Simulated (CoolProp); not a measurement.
Properties of R245ca along the isotherm 450 K.

Computed with CoolProp (reference Helmholtz-energy equation of state, Zhou 2016).

| p (kPa) | phase | density (kg/m³) | cp (kJ/(kg K)) | expansivity (1/kK) |
|---|---|---|---|---|
| 455 | gas | 16.99 | 1.186 | 2.569 |
| 909 | gas | 35.53 | 1.215 | 3.010 |
| 1360 | gas | 55.91 | 1.252 | 3.585 |
| 1820 | gas | 79.35 | 1.303 | 4.399 |
| 2270 | gas | 105.9 | 1.378 | 5.576 |
| 2730 | gas | 138.6 | 1.501 | 7.548 |
| 3180 | gas | 180.1 | 1.732 | 11.29 |
| 3640 | gas | 244.7 | 2.391 | 21.97 |
| 4090 | supercritical | 468.6 | 22.80 | 361.1 |
| 4550 | supercritical | 758.0 | 3.032 | 24.71 |
| 5000 | supercritical | 808.1 | 2.421 | 14.94 |
| 5460 | supercritical | 840.2 | 2.177 | 11.20 |
| 5910 | supercritical | 863.5 | 2.044 | 9.229 |

The peak of cp marks the crossing from liquid-like to gas-like fluid above the critical point.
